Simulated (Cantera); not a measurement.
**Adiabatic ignition**

An adiabatic, constant-volume homogeneous reactor starts with CO : H2 : CH4 : O2 : N2 : H2O = 1 : 0.045 : 0.29 : 3.45 : 13 : 1.8 (molar parts), at 1348 K and 28.0 bar.

Cantera simulation using GRI-Mech 3.0 (53 species, 325 reactions); the numbers are that mechanism's predictions, not measurements. The pressure lies above the range GRI-Mech 3.0 was tuned for (to about 10 atm).

```tsv
t (s)	T (K)	P (bar)	x CO	x H2	x CH4	x O	x C2H6
2.00e-6	1348	28.0	0.0511	0.00230	0.0148	1.39e-8	2.46e-10
9.28e-6	1348	28.0	0.0511	0.00230	0.0148	2.61e-8	4.46e-8
4.31e-5	1350	28.0	0.0510	0.00226	0.0147	1.94e-7	1.48e-5
0.000200	2218	44.9	0.000197	6.90e-5	<1e-12	0.000159	<1e-12
0.000928	2218	44.9	0.000196	6.89e-5	<1e-12	0.000159	<1e-12
0.00431	2215	44.8	0.000194	6.80e-5	<1e-12	0.000156	<1e-12
0.0200	2207	44.6	0.000184	6.51e-5	<1e-12	0.000147	<1e-12
0.0928	2195	44.4	0.000173	6.14e-5	<1e-12	0.000136	<1e-12
0.431	2195	44.4	0.000172	6.11e-5	<1e-12	0.000136	<1e-12
2.00	2195	44.4	0.000172	6.11e-5	<1e-12	0.000136	<1e-12
```
x: mole fraction; the columns are a selection and need not sum to one.

```
Item                                                                  Result
---------------------------------  -----------------------------------------
time of steepest temperature rise                                   0.141 ms
temperature at 2.00 s                                                 2195 K
equilibrium temperature                                               2195 K
x(CO) at 2.00 s                    0.000172 (gas-phase equilibrium 0.000172)
x(H2) at 2.00 s                      6.11e-5 (gas-phase equilibrium 6.11e-5)
x(CH4) at 2.00 s                       <1e-12 (gas-phase equilibrium <1e-12)
```
